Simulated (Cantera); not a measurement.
## Hydrocarbon pyrolysis for carbon deposition

An isothermal, constant-pressure homogeneous reactor starts with 28.6 % CH₄, 71.4 % N₂, at 1975 K and 15.8 Torr.

Model: GRI-Mech 3.0 (53 species, 325 reactions), integrated in Cantera. GRI-Mech 3.0 stops at C3 and has no aromatics, soot or wall deposition, so with more carbon than oxygen in the feed, carbon stays in small species such as C2H2 where larger ones or solid carbon would form. Radical loss at walls, strong at low pressure, is not modelled.

```json
[
 {"t (s)": "2.00e-5", "x CH₄": "0.286", "x C₂H": "<1e-12", "x C₂H₆": "5.05e-10", "x CH₂": "3.84e-9", "x C₂H₄": "3.04e-9"},
 {"t (s)": "8.66e-5", "x CH₄": "0.285", "x C₂H": "<1e-12", "x C₂H₆": "4.47e-8", "x CH₂": "7.39e-8", "x C₂H₄": "6.85e-7"},
 {"t (s)": "0.000375", "x CH₄": "0.283", "x C₂H": "1.29e-10", "x C₂H₆": "2.08e-6", "x CH₂": "1.19e-6", "x C₂H₄": "7.82e-5"},
 {"t (s)": "0.00162", "x CH₄": "0.260", "x C₂H": "1.13e-7", "x C₂H₆": "4.37e-5", "x CH₂": "1.39e-5", "x C₂H₄": "0.00515"},
 {"t (s)": "0.00702", "x CH₄": "0.0914", "x C₂H": "5.62e-6", "x C₂H₆": "4.57e-5", "x CH₂": "2.52e-5", "x C₂H₄": "0.00588"},
 {"t (s)": "0.0304", "x CH₄": "0.0151", "x C₂H": "1.11e-5", "x C₂H₆": "2.17e-6", "x CH₂": "1.15e-5", "x C₂H₄": "0.000189"},
 {"t (s)": "0.132", "x CH₄": "0.00113", "x C₂H": "2.16e-5", "x C₂H₆": "2.76e-8", "x CH₂": "3.57e-6", "x C₂H₄": "9.19e-6"},
 {"t (s)": "0.570", "x CH₄": "7.06e-5", "x C₂H": "3.11e-5", "x C₂H₆": "1.68e-10", "x CH₂": "4.76e-7", "x C₂H₄": "5.95e-6"},
 {"t (s)": "2.47", "x CH₄": "1.69e-5", "x C₂H": "3.14e-5", "x C₂H₆": "1.43e-11", "x CH₂": "1.17e-7", "x C₂H₄": "5.91e-6"},
 {"t (s)": "10.7", "x CH₄": "1.61e-5", "x C₂H": "3.14e-5", "x C₂H₆": "1.34e-11", "x CH₂": "1.11e-7", "x C₂H₄": "5.91e-6"},
 {"t (s)": "46.2", "x CH₄": "1.69e-5", "x C₂H": "3.13e-5", "x C₂H₆": "1.43e-11", "x CH₂": "1.17e-7", "x C₂H₄": "5.90e-6"},
 {"t (s)": "200", "x CH₄": "1.85e-5", "x C₂H": "3.11e-5", "x C₂H₆": "1.62e-11", "x CH₂": "1.28e-7", "x C₂H₄": "5.86e-6"}
]
```
x: mole fraction; the columns are a selection and need not sum to one.

Equilibrium at this temperature and pressure: CH₄ 1.65e-5, C₂H 1.55e-5, C₂H₆ 1.14e-11, CH₂ 1.14e-7, C₂H₄ 2.93e-6 (gas phase only).
